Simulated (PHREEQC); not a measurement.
1.5 g of hydrous ferric oxide (600 m²/g; 0.2 weak and 0.005 strong sites per Fe, Dzombak-Morel constants, diffuse double layer) in 1 kg of water with 0.3 mol/kgw of an inert sodium salt and 0.00044 mol ZnCl2, at 25 °C; the pH is set by adding NaOH or the inert anion's acid. Oxygen is held at 0.21 atm. CO2 from the air is kept out. No solid was allowed to form.

Base run: PHREEQC, ion-association model, wateq4f.dat. Each further column changes one thing. The table gives surface charge σ (C/m²).

```tsv
pH	base	background salt from 0.3 to 0.03 mol/kgw	oxide from 1.5 to 7.5 g/kgw
4	0.349	___	0.349
4.75	0.296	0.188	0.297
5.12	0.256	___	0.257
5.88	0.171	0.087	0.170
6.25	0.135	0.066	0.132
7	0.080	___	0.069
7.75	0.034	0.014	0.022
8.12	0.014	___	0.002
8.88	-0.027	-0.011	-0.041
9.25	-0.049	-0.021	-0.065
10	-0.104	___	-0.127
```

**Question.** What belongs in the gaps?

**Answer.** 
- 4, background salt from 0.3 to 0.03 mol/kgw: 0.274
- 5.12, background salt from 0.3 to 0.03 mol/kgw: 0.149
- 7, background salt from 0.3 to 0.03 mol/kgw: 0.036
- 8.12, background salt from 0.3 to 0.03 mol/kgw: 0.005
- 10, background salt from 0.3 to 0.03 mol/kgw: -0.048
